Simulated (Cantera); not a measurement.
A perfectly stirred reactor is fed with CH4 : O2 : N2 = 1 : 1.54 : 5.78 (molar parts), at 0.200 bar; it is adiabatic with a 500 K inlet, and is followed from long to short residence time, starting on the burning branch (τ in s: 0.4, 0.17, 0.073, 0.031, 0.013, 0.0057, 0.0024, 0.001, 0.00044, 0.00019, 8.1e-05).

Computed with Cantera and GRI-Mech 3.0 (53 species, 325 reactions).

```
quantity                                                                        before                                after
------------------------------------------------  ------------------------------------  -----------------------------------
blow-out, bracketed by the residence times tried  burning at 0.440 ms, out at 0.190 ms  burning at 0.190 ms, out at 81.0 µs
x(CH4) at τ = 0.400 s                                                          5.55e-6                              1.19e-6
x(O2) at τ = 0.400 s                                                          0.000337                               0.0104
x(O) at τ = 0.400 s                                                           0.000169                              0.00196
x(C2H4) at τ = 0.400 s                                                        8.02e-10                             1.12e-11
x(NO2) at τ = 0.400 s                                                          4.68e-9                              2.90e-7
x(CH4) at τ = 5.70 ms                                                         0.000104                              4.62e-5
x(O2) at τ = 5.70 ms                                                           0.00270                               0.0193
x(O) at τ = 5.70 ms                                                            0.00111                              0.00543
x(C2H4) at τ = 5.70 ms                                                         1.20e-7                              6.74e-9
x(NO2) at τ = 5.70 ms                                                          2.64e-9                              1.06e-8
```

What was changed between the two runs?
(A) inlet temperature 500 to 400 K
(B) pressure from 0.200 bar to 5.00 bar
(C) N2 5.78 to 8.6 parts
(D) O2 1.54 to 1.9 parts

D, O2 1.54 to 1.9 parts
